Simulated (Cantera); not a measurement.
An isothermal, constant-pressure homogeneous reactor starts with H2 : O2 : N2 : H2O = 1.2 : 1 : 20 : 0.28 (molar parts), at 1275 K and 0.310 bar.

Model: the H2/O2 subset of GRI-Mech 3.0, which has no nitrogen chemistry, integrated in Cantera. The temperature is held fixed by assumption; the heat of reaction is taken as removed at once.

x: mole fraction; the columns are a selection and need not sum to one.

```tsv
t (s)	x H2	x O2	x O	x H2O2	x H2O	x H	x OH
9.00e-6	0.0534	0.0445	1.86e-10	1.47e-12	0.0125	1.74e-9	1.42e-10
2.49e-5	0.0534	0.0445	1.11e-9	1.11e-11	0.0125	6.45e-9	7.39e-10
6.89e-5	0.0534	0.0445	1.21e-8	8.35e-11	0.0125	6.04e-8	7.74e-9
0.000191	0.0534	0.0445	2.54e-6	2.30e-9	0.0125	1.25e-5	1.62e-6
0.000527	0.00684	0.0229	0.00543	4.82e-7	0.0489	0.0190	0.00191
0.00146	0.00329	0.0198	0.00197	5.64e-7	0.0607	0.00516	0.00124
0.00403	0.000754	0.0184	0.000380	4.20e-7	0.0663	0.000477	0.000553
0.0112	9.19e-5	0.0183	4.39e-5	1.35e-7	0.0674	1.90e-5	0.000187
0.0309	1.19e-5	0.0183	5.89e-6	3.13e-8	0.0676	9.28e-7	6.89e-5
0.0854	2.25e-6	0.0183	1.19e-6	8.02e-9	0.0676	8.27e-8	3.10e-5
0.236	5.83e-7	0.0183	3.21e-7	2.41e-9	0.0676	1.15e-8	1.61e-5
0.653	1.86e-7	0.0183	1.04e-7	8.29e-10	0.0676	2.13e-9	9.18e-6
1.81	…	0.0183	…	3.50e-10	0.0676	5.63e-10	…
5.00	…	0.0183	…	2.37e-10	0.0676	3.12e-10	…
```

Question: Fill in the missing entries.

Answer: 
- 1.81, x H2: 7.62e-8
- 1.81, x O: 4.25e-8
- 1.81, x OH: 5.86e-6
- 5.00, x H2: 5.15e-8
- 5.00, x O: 2.82e-8
- 5.00, x OH: 4.77e-6
